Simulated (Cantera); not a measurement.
A perfectly stirred reactor is fed with H₂ : O₂ : N₂ = 1 : 0.588 : 2.21 (molar parts), at 4.93 atm; it is adiabatic with a 823 K inlet, and is followed from long to short residence time, starting on the burning branch (τ in s: 0.028, 0.015, 0.0077, 0.004, 0.0021, 0.0011, 0.00058, 0.00031, 0.00016, 8.5e-05).

Cantera simulation using the H2/O2 subset of GRI-Mech 3.0, which has no nitrogen chemistry; the numbers are that mechanism's predictions, not measurements. The hydrogen kinetics of GRI-Mech 3.0 are dated; newer H2 mechanisms differ, most at raised pressure.

Task: What does this change do: inlet temperature 823 to 573 K?

Result: 
| quantity | before | after |
|---|---|---|
| blow-out, bracketed by the residence times tried | burning at 85.0 µs, the shortest tried | burning at 85.0 µs, the shortest tried |
| x(H₂) at τ = 28.0 ms | 0.00761 | 0.00385 |
| x(O₂) at τ = 28.0 ms | 0.0264 | 0.0261 |
| x(H) at τ = 28.0 ms | 0.00153 | 0.000567 |
| x(H₂O₂) at τ = 28.0 ms | 9.02e-7 | 6.69e-7 |
| x(OH) at τ = 28.0 ms | 0.0133 | 0.00842 |
| x(H₂) at τ = 1.10 ms | 0.00869 | 0.00550 |
| x(O₂) at τ = 1.10 ms | 0.0268 | 0.0265 |
| x(H) at τ = 1.10 ms | 0.00186 | 0.000941 |
| x(H₂O₂) at τ = 1.10 ms | 8.92e-7 | 7.04e-7 |
| x(OH) at τ = 1.10 ms | 0.0139 | 0.00957 |

Task: What does this change do: inlet temperature 823 to 675 K?

Result: 
| quantity | before | after |
|---|---|---|
| blow-out, bracketed by the residence times tried | burning at 85.0 µs, the shortest tried | burning at 85.0 µs, the shortest tried |
| x(H₂) at τ = 28.0 ms | 0.00761 | 0.00518 |
| x(O₂) at τ = 28.0 ms | 0.0264 | 0.0262 |
| x(H) at τ = 28.0 ms | 0.00153 | 0.000873 |
| x(H₂O₂) at τ = 28.0 ms | 9.02e-7 | 7.62e-7 |
| x(OH) at τ = 28.0 ms | 0.0133 | 0.0103 |
| x(H₂) at τ = 1.10 ms | 0.00869 | 0.00659 |
| x(O₂) at τ = 1.10 ms | 0.0268 | 0.0266 |
| x(H) at τ = 1.10 ms | 0.00186 | 0.00123 |
| x(H₂O₂) at τ = 1.10 ms | 8.92e-7 | 7.72e-7 |
| x(OH) at τ = 1.10 ms | 0.0139 | 0.0112 |
